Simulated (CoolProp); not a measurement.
Computed with CoolProp (reference Helmholtz-energy equation of state, Gao 2016).

Task: For sulfur dioxide, give the phase and the Z, speed of sound (m/s), Joule-Thomson coefficient (K/MPa), isothermal compressibility (1/MPa) at 216.3 K and 0.238 MPa.

Result: 
- 216.3 K and 0.238 MPa: liquid; Z 0.00536, speed of sound 1220, Joule-Thomson coefficient -0.303, isothermal compressibility 0.000675
